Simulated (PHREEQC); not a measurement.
Dissolve 0.01 mol/kgw CdCl2 at 25 °C. Closed to the air; pH follows from the charge balance.

Equilibrium calculation in PHREEQC: ion-association model, wateq4f.dat.

The ionic strength comes out as 0.0205 mol/kgw. What activity coefficients do H+, CdCl3-, CdCl+, Cd+2, Cl- get?

H+ 0.89, CdCl3- 0.87, CdCl+ 0.87, Cd+2 0.57, Cl- 0.87.

Precipitation was switched off in this run. Species that the database lacks are ignored.
